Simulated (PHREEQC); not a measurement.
PHREEQC input (ion-association model, wateq4f.dat):

```
SOLUTION_MASTER_SPECIES
  An  An-  0  An  62.0  # stands for a non-complexing anion
SOLUTION_SPECIES
  An- = An-
    -log_k 0
    -gamma 3.0 0
PHASES
  Fix_H+
    H+ = H+
    -log_k 0
SOLUTION 1
  temp 25
  units mmol/kgw
  pH 7 charge
  Na 5
  An 5
END
SELECTED_OUTPUT 1
  -reset false
  -pH true
  -pe true
  -ionic_strength true
  -water true
  -totals Na
  -molalities Hfo_wOH Hfo_wOH2+ Hfo_wO- Hfo_sOH Hfo_sOH2+ Hfo_sO-
USER_PUNCH 1
  -headings sigma psi
  10 PUNCH EDL("sigma", "Hfo"), EDL("psi", "Hfo")
PRINT
  -reset false
USE solution 1
SURFACE 1
  Hfo_wOH 0.000247191 600 0.11
  Hfo_sOH 6.17978e-06
EQUILIBRIUM_PHASES 1
  Fix_H+ -4 HAn 10
    -force_equality true
  O2(g) -0.68 10
END
# ... the last block is repeated for the other 12 points of pH, with NaOH or the acid as the point needs
```

Selected output (columns that matter, 13 of 13 rows; pH added in front):

```
pH	mu	Na	m_Hfo_wOH	m_Hfo_wOH2+	m_Hfo_wO-	m_Hfo_sOH	m_Hfo_sOH2+	m_Hfo_sO-	sigma	psi
4	0.0051697	0.005	0.00011999	0.00012456	2.6478e-06	2.9996e-06	3.114e-06	6.6195e-08	0.18269	0.19366
4.5	0.0050787	0.005	0.00014876	9.298e-05	5.4522e-06	3.719e-06	2.3245e-06	1.3631e-07	0.13117	0.17712
5	0.0050416	0.005	0.0001683	6.9565e-05	9.3275e-06	4.2075e-06	1.7391e-06	2.3319e-07	0.090271	0.15816
5.5	0.0050237	0.005	0.00017981	5.3555e-05	1.3829e-05	4.4952e-06	1.3389e-06	3.4574e-07	0.059532	0.13701
6	0.0050139	0.005	0.00018566	4.3287e-05	1.8243e-05	4.6415e-06	1.0822e-06	4.5607e-07	0.037531	0.11372
6.5	0.005008	0.005	0.00018826	3.698e-05	2.1955e-05	4.7064e-06	9.245e-07	5.4887e-07	0.022517	0.088544
7	0.0050044	0.005	0.00018928	3.316e-05	2.4751e-05	4.732e-06	8.2899e-07	6.1879e-07	0.0126	0.061907
7.5	0.0050021	0.005	0.00018965	3.0762e-05	2.6784e-05	4.7411e-06	7.6904e-07	6.696e-07	0.0059609	0.034307
8	0.0050007	0.0050004	0.00018975	2.9057e-05	2.8386e-05	4.7437e-06	7.2642e-07	7.0966e-07	0.0010047	0.0062073
8.5	0.0050047	0.0050059	0.00018971	2.7519e-05	2.9961e-05	4.7428e-06	6.8797e-07	7.4902e-07	-0.0036594	-0.021979
9	0.005014	0.0050172	0.00018949	2.572e-05	3.1982e-05	4.7372e-06	6.4299e-07	7.9955e-07	-0.0093847	-0.04985
9.5	0.0050402	0.0050463	0.00018882	2.328e-05	3.5086e-05	4.7206e-06	5.8201e-07	8.7714e-07	-0.017691	-0.076958
10	0.0051186	0.005129	0.00018704	1.9918e-05	4.0236e-05	4.6759e-06	4.9795e-07	1.0059e-06	-0.030447	-0.10277
```
